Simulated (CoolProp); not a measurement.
Vapour-liquid equilibrium of n-pentane (1) + acetone (2) at 344.6 K; x and y are mole fractions of (1).

Values from CoolProp's multi-fluid Helmholtz-energy mixture model, Thol 2019 and Lemmon 2006; pair parameters Bell 2016.

Q: Give the bubble pressure and the first vapour's composition at x = 0.2, 0.35, 0.725. Is there an azeotrope?

A: x = 0.2: 2.765 bar, y = 0.473; x = 0.35: 3.090 bar, y = 0.571; x = 0.725: 3.324 bar, y = 0.718. y crosses x between x = 0.65 and 0.725: the model has an azeotrope there.

The pair parameters rest on a limited set of measurements; away from them the model extrapolates.
